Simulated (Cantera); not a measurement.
Input (Python, Cantera):

```python
import numpy as np
import cantera as ct

gas = ct.Solution("gri30.yaml")
gas.TPX = 1475, 28000, {'CO': 0.0019, 'O2': 0.03, 'H2O': 0.08, 'N2': 1}
reactor = ct.IdealGasConstPressureReactor(gas, energy="off", clone=False)
net = ct.ReactorNet([reactor])
net.rtol, net.atol = 1e-08, 1e-18
show = ['CO', 'O2', 'H2O', 'HO2', 'H', 'NO']
times = np.geomspace(0.0008, 8, 14)

steps = ct.SolutionArray(gas, extra=["t"])
rows = []
print(f"{'t/s':>10s}{'T/K':>9s}{'P/Pa':>11s}" + "".join(f"{s:>11s}" for s in show))
for t in times:
    while net.time < t:
        t_next = net.step()
        steps.append(gas.state, t=t_next)
    rows.append([np.interp(t, steps.t, y) for y in (steps.T, steps.P, *steps(*show).X.T)])
    print(f"{t:10.3e}{rows[-1][0]:9.1f}{rows[-1][1]:11.4g}" + "".join(f"{x:11.3e}" for x in rows[-1][2:]))
rate = np.gradient(steps.T, steps.t)
print("integrator steps:", len(steps.t))
if steps.T.max() > steps.T[0] + 200:
    print(f"time of steepest temperature rise: {steps.t[rate.argmax()]:.4e} s")
gas.TPX = 1475, 28000, {'CO': 0.0019, 'O2': 0.03, 'H2O': 0.08, 'N2': 1}
gas.equilibrate("TP")
print(f"equilibrium (TP): T = {gas.T:.1f} K  " + "  ".join(f"{s} {gas[s].X[0]:.3e}" for s in show))
```

Output:

```
       t/s      T/K       P/Pa         CO         O2        H2O        HO2          H         NO
 8.000e-04   1475.0    2.8e+04  1.709e-03  2.698e-02  7.195e-02  3.063e-08  5.907e-09  1.357e-14
 1.625e-03   1475.0    2.8e+04  1.708e-03  2.698e-02  7.195e-02  4.399e-08  2.958e-08  9.804e-14
 3.300e-03   1475.0    2.8e+04  1.693e-03  2.697e-02  7.193e-02  1.211e-07  4.754e-07  1.993e-12
 6.701e-03   1475.0    2.8e+04  8.655e-04  2.646e-02  7.144e-02  9.456e-07  6.460e-05  1.403e-09
 1.361e-02   1475.0    2.8e+04  3.838e-05  2.606e-02  7.155e-02  7.505e-07  4.173e-05  2.625e-08
 2.764e-02   1475.0    2.8e+04  3.896e-06  2.609e-02  7.183e-02  2.475e-07  5.433e-06  4.107e-08
 5.614e-02   1475.0    2.8e+04  9.553e-07  2.611e-02  7.192e-02  8.378e-08  8.931e-07  4.771e-08
 1.140e-01   1475.0    2.8e+04  3.150e-07  2.613e-02  7.196e-02  3.713e-08  2.022e-07  5.136e-08
 2.315e-01   1475.0    2.8e+04  1.327e-07  2.613e-02  7.198e-02  2.417e-08  6.368e-08  5.353e-08
 4.702e-01   1475.0    2.8e+04  7.856e-08  2.614e-02  7.198e-02  2.132e-08  3.210e-08  5.502e-08
 9.550e-01   1475.0    2.8e+04  6.781e-08  2.614e-02  7.199e-02  2.095e-08  2.663e-08  5.675e-08
 1.940e+00   1475.0    2.8e+04  6.726e-08  2.614e-02  7.199e-02  2.093e-08  2.636e-08  5.999e-08
 3.939e+00   1475.0    2.8e+04  6.726e-08  2.614e-02  7.199e-02  2.093e-08  2.636e-08  6.654e-08
 8.000e+00   1475.0    2.8e+04  6.726e-08  2.614e-02  7.199e-02  2.093e-08  2.636e-08  7.985e-08
integrator steps: 1153
equilibrium (TP): T = 1475.0 K  CO 6.752e-08  O2 2.593e-02  H2O 7.199e-02  HO2 2.081e-08  H 2.641e-08  NO 4.078e-04
```

Detailed kinetics in Cantera: GRI-Mech 3.0 (53 species, 325 reactions).
